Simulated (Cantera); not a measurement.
An isothermal, constant-pressure homogeneous reactor starts with H2 : O2 : N2 = 1.2 : 1 : 0.57 (molar parts), equivalence ratio 0.60, at 848 K and 0.133 bar. Integrator tolerance rtol = 1e-08.

Detailed kinetics in Cantera: the H2/O2 subset of GRI-Mech 3.0, which has no nitrogen chemistry. Radical loss at walls, strong at low pressure, is not modelled. Below about 950 K walls govern HO2 and H2O2 in real vessels. The temperature is held fixed by assumption; the heat of reaction is taken as removed at once.

Problem. What does this change do: H2 1.2 to 0.36 parts?

Solution. 
```
quantity                                            before                                     after
----------------  ----------------------------------------  ----------------------------------------
x(H2) at 2.00 s     0.193 (gas-phase equilibrium 1.50e-12)     0.0483 (gas-phase equilibrium <1e-12)
x(O2) at 2.00 s        0.263 (gas-phase equilibrium 0.184)       0.481 (gas-phase equilibrium 0.469)
x(HO2) at 2.00 s  2.17e-5 (gas-phase equilibrium 6.83e-11)  3.26e-5 (gas-phase equilibrium 8.39e-11)
x(H) at 2.00 s      6.29e-8 (gas-phase equilibrium <1e-12)    1.27e-7 (gas-phase equilibrium <1e-12)
x(H2O) at 2.00 s       0.306 (gas-phase equilibrium 0.553)       0.152 (gas-phase equilibrium 0.206)
```

Problem. What does this change do: H2 1.2 to 9.2 parts?

Solution. 
```json
[
 {"quantity": "x(H2) at 2.00 s", "before": "0.193 (gas-phase equilibrium 1.50e-12)", "after": "0.737 (gas-phase equilibrium 0.737)"},
 {"quantity": "x(O2) at 2.00 s", "before": "0.263 (gas-phase equilibrium 0.184)", "after": "1.48e-10 (gas-phase equilibrium <1e-12)"},
 {"quantity": "x(HO2) at 2.00 s", "before": "2.17e-5 (gas-phase equilibrium 6.83e-11)", "after": "<1e-12 (gas-phase equilibrium <1e-12)"},
 {"quantity": "x(H) at 2.00 s", "before": "6.29e-8 (gas-phase equilibrium <1e-12)", "after": "1.79e-5 (gas-phase equilibrium 4.50e-11)"},
 {"quantity": "x(H2O) at 2.00 s", "before": "0.306 (gas-phase equilibrium 0.553)", "after": "0.205 (gas-phase equilibrium 0.205)"}
]
```

Problem. What does this change do: temperature 848 to 1325 K?

Solution. 
| quantity | before | after |
|---|---|---|
| x(H2) at 2.00 s | 0.193 (gas-phase equilibrium 1.50e-12) | 4.76e-7 (gas-phase equilibrium 4.76e-7) |
| x(O2) at 2.00 s | 0.263 (gas-phase equilibrium 0.184) | 0.184 (gas-phase equilibrium 0.184) |
| x(HO2) at 2.00 s | 2.17e-5 (gas-phase equilibrium 6.83e-11) | 6.09e-8 (gas-phase equilibrium 6.09e-8) |
| x(H) at 2.00 s | 6.29e-8 (gas-phase equilibrium <1e-12) | 3.11e-9 (gas-phase equilibrium 3.11e-9) |
| x(H2O) at 2.00 s | 0.306 (gas-phase equilibrium 0.553) | 0.553 (gas-phase equilibrium 0.553) |
